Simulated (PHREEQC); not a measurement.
A column of 1 m (40 cells, dispersivity 0.08 m, 300 s a shift, diffusion coefficient 3e-10 m²/s) holds 0.0011 eq of the database's cation exchanger X per kg of pore water, first in equilibrium with 0.35 mmol/kgw PbCl2, 7.6 mmol/kgw CdCl2 and 0.01 mmol/kgw HCl. It is flushed with 0.0011 mol ZnCl2 and 1e-05 mol HCl per kg of water, at 40 °C. Values are for the last cell. The system is closed to CO2. Precipitation was switched off in this run.

The series has 33 steps of pore volumes, from 0 to 4.013.

All values are PHREEQC results (ion-association model, phreeqc.dat), not measurements.

Problem. After how many pore volumes does Zn at the outlet first reach half of its feed value?

Solution. By 1.4 pore volumes.

At this temperature some constants are extrapolated from 25 °C, and those without enthalpy data are left unchanged.
